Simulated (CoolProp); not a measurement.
Vapour-liquid equilibrium of R1234yf (1) + R227EA (2) at 39.85 °C; x and y are mole fractions of (1).

The numbers come from the multi-fluid Helmholtz-energy mixture model, Lemmon 2022 and Lemmon 2016; pair parameters Bell 2016 in CoolProp.

```tsv
x	bubble pressure (kPa)	y at the bubble point	dew pressure at overall composition x (kPa)	liquid density (mol/L)
0.05	715.6	0.066	711.6	7.829
0.2	762.8	0.251	749.3	8.002
0.35	809.2	0.417	790.1	8.184
0.5	855.6	0.569	834.1	8.374
0.65	902.3	0.709	882.1	8.573
0.8	949.8	0.840	934.8	8.779
0.95	998.2	0.961	993.5	8.995
```

No azeotrope shows between x = 0.05 and 0.95.

Pair parameters are fitted to limited data, so mixtures are less certain than the pure fluids.
